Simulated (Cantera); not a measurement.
Input (Python, Cantera):

```python
import numpy as np
import cantera as ct

gas = ct.Solution("gri30.yaml")


def delay(T, t_max=10):
    gas.TPX = T, 330000, {'CH4': 1, 'O2': 4.65, 'N2': 17.5}
    reactor = ct.IdealGasConstPressureReactor(gas, clone=False)
    net = ct.ReactorNet([reactor])
    net.rtol, net.atol = 1e-8, 1e-16
    while net.time < t_max:
        t_old, T_old = net.time, reactor.T
        net.step()
        if reactor.T > T + 400:  # ignition: a rise of 400 K
            return t_old + (T + 400 - T_old) / (reactor.T - T_old) * (net.time - t_old)
    return np.nan


taus = []
for T in [1125, 1225, 1325, 1425, 1525, 1625, 1725]:
    taus.append(delay(T))
    print(f"T0 = {T:6g} K   tau = {taus[-1]:.4e} s")
```

Result:

```
T0 =   1125 K   tau = 2.8482e-02 s
T0 =   1225 K   tau = 7.2498e-03 s
T0 =   1325 K   tau = 2.1280e-03 s
T0 =   1425 K   tau = 7.1566e-04 s
T0 =   1525 K   tau = 2.7585e-04 s
T0 =   1625 K   tau = 1.2140e-04 s
T0 =   1725 K   tau = 6.0055e-05 s
```

Cantera simulation using GRI-Mech 3.0 (53 species, 325 reactions); the numbers are that mechanism's predictions, not measurements.
